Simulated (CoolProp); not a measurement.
Properties of n-heptane along the isotherm 596.7 K.

Computed with CoolProp (reference Helmholtz-energy equation of state, Span 2003). It is a short technical equation, of lower accuracy than the large ones.

| p (bar) | phase | speed of sound (m/s) | viscosity (µPa s) | conductivity (mW/(m K)) |
|---|---|---|---|---|
| 9.91 | gas | 206.2 | 12.3 | 48.4 |
| 19.8 | gas | 183.6 | 13.8 | 51.9 |
| 29.7 | supercritical | 158.5 | 16.6 | 55.5 |
| 39.6 | supercritical | 135.3 | 21.9 | 59.6 |
| 49.5 | supercritical | 133.2 | 30.9 | 63.6 |
| 59.4 | supercritical | 170.8 | 39.3 | 66.2 |
| 69.3 | supercritical | 211.0 | 45.2 | 68.8 |
| 79.3 | supercritical | 246.8 | 49.8 | 71.1 |
| 89.2 | supercritical | 278.1 | 53.5 | 73.1 |
| 99.1 | supercritical | 306.1 | 56.8 | 75.0 |
| 109 | supercritical | 331.6 | 59.7 | 76.6 |
| 119 | supercritical | 355.2 | 62.5 | 78.1 |
| 129 | supercritical | 377.1 | 65.0 | 79.5 |
| 139 | supercritical | 397.6 | 67.3 | 80.8 |

Viscosity comes from a separate model (Michailidou 2014). Thermal conductivity comes from a separate model (Assael 2013).
